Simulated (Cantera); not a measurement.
A perfectly stirred reactor is fed with H2 : O2 : N2 = 1 : 0.5 : 1.88 (molar parts), equivalence ratio 1.0, at 1000000 Pa; it is adiabatic with a 600 K inlet, and is followed from long to short residence time, starting on the burning branch (τ in s: 0.079, 0.026, 0.0082, 0.0027, 0.00086, 0.00028, 9e-05, 2.9e-05, 9.4e-06).

Model: the H2/O2 subset of GRI-Mech 3.0, which has no nitrogen chemistry, integrated in Cantera. The hydrogen kinetics of GRI-Mech 3.0 are dated; newer H2 mechanisms differ, most at raised pressure.

Question: What does this change do: O2 0.5 to 0.35 parts?

Answer: 
```tsv
quantity	before	after
blow-out, bracketed by the residence times tried	burning at 9.40 µs, the shortest tried	burning at 9.40 µs, the shortest tried
x(H2) at τ = 79.0 ms	0.0149	0.104
x(O2) at τ = 79.0 ms	0.00541	1.19e-5
x(O) at τ = 79.0 ms	0.000610	1.22e-6
x(H2O) at τ = 79.0 ms	0.323	0.243
x(HO2) at τ = 79.0 ms	4.01e-6	7.79e-9
x(H2) at τ = 0.860 ms	0.0166	0.103
x(O2) at τ = 0.860 ms	0.00618	0.000253
x(O) at τ = 0.860 ms	0.000723	2.64e-5
x(H2O) at τ = 0.860 ms	0.321	0.241
x(HO2) at τ = 0.860 ms	4.90e-6	5.57e-7
```

Question: What does this change do: pressure from 1000000 Pa to 47000 Pa?

Answer: 
```csv
quantity,before,after
"blow-out, bracketed by the residence times tried","burning at 9.40 µs, the shortest tried","burning at 29.0 µs, out at 9.40 µs"
x(H2) at τ = 79.0 ms,0.0149,0.0268
x(O2) at τ = 79.0 ms,0.00541,0.0103
x(O) at τ = 79.0 ms,0.000610,0.00221
x(H2O) at τ = 79.0 ms,0.323,0.302
x(HO2) at τ = 79.0 ms,4.01e-6,2.08e-6
x(H2) at τ = 0.860 ms,0.0166,0.0475
x(O2) at τ = 0.860 ms,0.00618,0.0224
x(O) at τ = 0.860 ms,0.000723,0.00936
x(H2O) at τ = 0.860 ms,0.321,0.254
x(HO2) at τ = 0.860 ms,4.90e-6,4.84e-6
```
